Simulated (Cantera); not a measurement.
# Stirred combustor or abatement burner

A perfectly stirred reactor is fed with CO : H2 : O2 : N2 : H2O = 1 : 0.58 : 0.868 : 3.26 : 0.51 (molar parts), at 1.30 bar; it is adiabatic with a 325 K inlet, and is followed from long to short residence time, starting on the burning branch (τ in s: 0.094, 0.03, 0.0097, 0.0031, 0.00099, 0.00032, 0.0001, 3.2e-05, 1e-05, 3.3e-06).

Detailed kinetics in Cantera: GRI-Mech 3.0 (53 species, 325 reactions).

```csv
τ (s),T (K),x CO,x H2,x O2,x N2O,x H2O
0.094,2200,0.00921,0.00194,0.0182,1.85e-7,0.195
0.030,2178,0.0117,0.00249,0.0197,2.04e-7,0.194
0.0097,2131,0.0165,0.00365,0.0225,2.21e-7,0.191
0.0031,2053,0.0239,0.00559,0.0266,2.15e-7,0.187
0.00099,1943,0.0331,0.00828,0.0320,1.92e-7,0.181
0.00032,1798,0.0439,0.0114,0.0388,1.66e-7,0.173
0.00010,1588,0.0635,0.0138,0.0503,1.44e-7,0.166
3.2e-5,325,0.161,0.0933,0.140,<1e-12,0.0820
1.0e-5,325,0.161,0.0933,0.140,<1e-12,0.0820
3.3e-6,325,0.161,0.0933,0.140,<1e-12,0.0820
```
x: mole fraction; the columns are a selection and need not sum to one.
